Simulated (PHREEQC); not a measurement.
Solution (25 °C): 0.14 mol CuCl2 and 1 mol KCl per kg of water. Closed to the air; pH follows from the charge balance.

Equilibrium calculation in PHREEQC: ion-association model, wateq4f.dat.

This is a speciation only: nothing precipitates in the calculation.

Question: Order these Cl species by the share of Cl that they hold, largest first: CuCl+, Cl-, CuCl2.

Answer: Cl- (95 %), CuCl+ (4.0 %), CuCl2 (1.3 %)

Question: Order these Cu species by the share of Cu that they hold, largest first: Cu+2, CuCl2, CuCl+.

Answer: Cu+2 (58 %), CuCl+ (36 %), CuCl2 (6.0 %)

The pH is 4.49 and the ionic strength 1.29 mol/kgw. The solution is supersaturated, for example in Atacamite, so a real one may precipitate; this is no full list. Ionic strength above about 0.7 mol/kgw puts this run outside the model's range.
